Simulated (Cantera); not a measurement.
A closed system holds: 1 mol SiH4, 0.011 mol CH4, 15 mol H2, held at 1423 K and 4.73 Torr.

Method: chemical equilibrium by Gibbs-energy minimisation in Cantera with the NASA 1993 tables (ideal gas, pure condensed phases). Candidate condensed phases: C, C6H6, C7H8, C8H18, Si, SiC; 87 gas species. Mutual solubility and eutectic melting of coexisting phases are not modelled. Rates play no part.

Base state: H2 1.000, H 8.37e-5 (mole fractions); condensed: Si(s) + SiC(s).

Q: What changes in the equilibrium state with this change: 0.012 mol CO2 added?

A: 
```tsv
species	before	after
H2	1.000	0.999
SiO	0	0.00138
H	8.37e-5	8.36e-5
CO	0	2.79e-5
Si(s), mol	0.989	0.954
SiC(s), mol	0.0110	0.0225
```
Further candidate phases: H2O, SiO2.
